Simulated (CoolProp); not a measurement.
Properties of CHF3 (R23) along the isobar 668 kPa (Tc = 26.1 °C, pc = 4832 kPa, ω = 0.263).

Model: reference Helmholtz-energy equation of state, Penoncello 2003, in CoolProp.

```tsv
T (°C)	phase	density (kg/m³)	Joule-Thomson coefficient (K/MPa)	viscosity (µPa s)
-17.65	gas	24.30	?	12.9
6.45	gas	21.55	15.73	?
30.65	gas	19.47	?	15.2
54.75	gas	17.82	9.722	16.3
78.95	gas	?	7.938	?
103.05	gas	15.29	6.601	18.5
127.25	gas	14.30	5.562	19.5
151.35	gas	13.44	4.743	20.6
175.55	gas	12.67	4.080	21.6
199.65	gas	12.00	?	22.5
```

### Question
What belongs in the gaps?

### Answer

- -17.65, Joule-Thomson coefficient (K/MPa): 21.19
- 6.45, viscosity (µPa s): 14.1
- 30.65, Joule-Thomson coefficient (K/MPa): 12.17
- 78.95, density (kg/m³): 16.45
- 78.95, viscosity (µPa s): 17.4
- 199.65, Joule-Thomson coefficient (K/MPa): 3.539

Viscosity comes from a separate model (Shan 2000).
